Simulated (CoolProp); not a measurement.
A single-stage vapour-compression cycle with R1336mzz(E): evaporating at 287.15 K (dew point), condensing at 342.15 K (bubble point), superheat 8 K, subcooling 2 K, compressor efficiency 0.6, no pressure losses. Each further row changes one setting.

Values from CoolProp's reference Helmholtz-energy equation of state, Akasaka 2023.

| case | cooling COP | pressure ratio | discharge temperature (K) | refrigerating effect (kJ/kg) | volumetric capacity (kJ/m³) |
|---|---|---|---|---|---|
| as stated | 2.22 | 5.60 | 353.2 | 89.5 | 816 |
| evaporating temperature 292.15 K | 2.58 | 4.64 | … | 93.1 | 1020 |
| condensing temperature 337.15 K | 2.56 | 4.92 | 348.5 | 96.1 | 876 |
| subcooling 7 K | … | 5.60 | 353.2 | 96.2 | 876 |
| superheat 18 K | … | 5.60 | 364.0 | 97.9 | … |
| compressor efficiency 0.5 | 1.85 | 5.60 | 361.6 | 89.5 | 816 |

Problem. Fill in the missing entries.

Solution. 
- evaporating temperature 292.15 K, discharge temperature (K): 352.6
- subcooling 7 K, cooling COP: 2.38
- superheat 18 K, cooling COP: 2.31
- superheat 18 K, volumetric capacity (kJ/m³): 857
